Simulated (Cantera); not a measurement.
Ignition delay

Mixture: CH4 : O2 : N2 : H2O = 1 : 2.17 : 9.78 : 0.33 (molar parts), at 2.10 bar, adiabatic and at constant volume. Ignition delay is the time to a rise of 400 K.

Detailed kinetics in Cantera: GRI-Mech 3.0 (53 species, 325 reactions).

```tsv
T0 (K)	delay (ms)
1375	2.98
1450	1.28
1525	0.586
1600	0.287
1675	0.152
```

```yaml
apparent activation energy between 1525 and 1675 K: 190 kJ/mol
```
